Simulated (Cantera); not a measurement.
What does this Cantera script print?

```python
import numpy as np
import cantera as ct

gas = ct.Solution("gri30.yaml")
gas.TPX = 1000, 37000, {'CO': 0.029, 'O2': 0.0039, 'H2O': 0.056, 'N2': 1}
reactor = ct.IdealGasConstPressureReactor(gas, energy="off", clone=False)
net = ct.ReactorNet([reactor])
net.rtol, net.atol = 1e-08, 1e-18
show = ['CO', 'O2', 'H2O', 'CO2', 'NO']
times = np.geomspace(3e-05, 8, 12)

steps = ct.SolutionArray(gas, extra=["t"])
rows = []
print(f"{'t/s':>10s}{'T/K':>9s}{'P/Pa':>11s}" + "".join(f"{s:>11s}" for s in show))
for t in times:
    while net.time < t:
        t_next = net.step()
        steps.append(gas.state, t=t_next)
    rows.append([np.interp(t, steps.t, y) for y in (steps.T, steps.P, *steps(*show).X.T)])
    print(f"{t:10.3e}{rows[-1][0]:9.1f}{rows[-1][1]:11.4g}" + "".join(f"{x:11.3e}" for x in rows[-1][2:]))
rate = np.gradient(steps.T, steps.t)
print("integrator steps:", len(steps.t))
if steps.T.max() > steps.T[0] + 200:
    print(f"time of steepest temperature rise: {steps.t[rate.argmax()]:.4e} s")
gas.TPX = 1000, 37000, {'CO': 0.029, 'O2': 0.0039, 'H2O': 0.056, 'N2': 1}
gas.equilibrate("TP")
print(f"equilibrium (TP): T = {gas.T:.1f} K  " + "  ".join(f"{s} {gas[s].X[0]:.3e}" for s in show))
```

It prints:

```
       t/s      T/K       P/Pa         CO         O2        H2O        CO2         NO
 3.000e-05   1000.0    3.7e+04  2.663e-02  3.582e-03  5.143e-02  1.146e-12  2.423e-25
 9.341e-05   1000.0    3.7e+04  2.663e-02  3.582e-03  5.143e-02  3.674e-12  2.516e-24
 2.908e-04   1000.0    3.7e+04  2.663e-02  3.582e-03  5.143e-02  1.292e-11  2.795e-23
 9.056e-04   1000.0    3.7e+04  2.663e-02  3.582e-03  5.143e-02  5.779e-11  3.063e-22
 2.820e-03   1000.0    3.7e+04  2.663e-02  3.582e-03  5.143e-02  4.357e-10  3.618e-21
 8.780e-03   1000.0    3.7e+04  2.663e-02  3.582e-03  5.143e-02  1.104e-08  3.000e-19
 2.734e-02   1000.0    3.7e+04  2.660e-02  3.568e-03  5.142e-02  3.446e-05  1.889e-12
 8.512e-02   1000.0    3.7e+04  1.386e-02  8.034e-06  4.591e-02  1.287e-02  6.971e-08
 2.650e-01   1000.0    3.7e+04  1.216e-02  1.354e-07  4.423e-02  1.457e-02  6.963e-08
 8.252e-01   1000.0    3.7e+04  1.133e-02  8.696e-09  4.340e-02  1.540e-02  6.863e-08
 2.569e+00   1000.0    3.7e+04  1.069e-02  7.032e-10  4.277e-02  1.604e-02  6.477e-08
 8.000e+00   1000.0    3.7e+04  1.016e-02  5.871e-11  4.224e-02  1.657e-02  5.477e-08
integrator steps: 1969
equilibrium (TP): T = 1000.0 K  CO 5.514e-03  O2 1.502e-19  H2O 3.759e-02  CO2 2.121e-02  NO 2.878e-14
```

Model: GRI-Mech 3.0 (53 species, 325 reactions), integrated in Cantera.
